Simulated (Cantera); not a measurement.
A closed system holds: 1 mol AlN, 0.037 mol N2, at 0.133 bar.

Cantera equilibrium calculation (NASA polynomials, part measured and part estimated; ideal gas, pure solids and liquids). Candidate condensed phases: Al, AlN; 5 gas species. The numbers say what is thermodynamically allowed, not how fast it happens. All values below are at 2402 °C.

Base state: Al 0.649, N2 0.350, Al2 0.00123 (mole fractions); condensed: gas only.

Task: What changes in the equilibrium state with this change: AlN replaced by Si3N4?

Result: 
```
species      before     after
----------  -------  --------
N2            0.350     0.869
Si                0     0.121
Si2               0   0.00410
Al            0.649         0
SiN               0   0.00324
Si2N              0   0.00257
Al2         0.00123         0
Si3               0  0.000665
Si(l), mol        0      2.67
```
The tables' values for SiN are old estimates; treat these amounts as uncertain. Further candidate phases: Si, Si3N4.
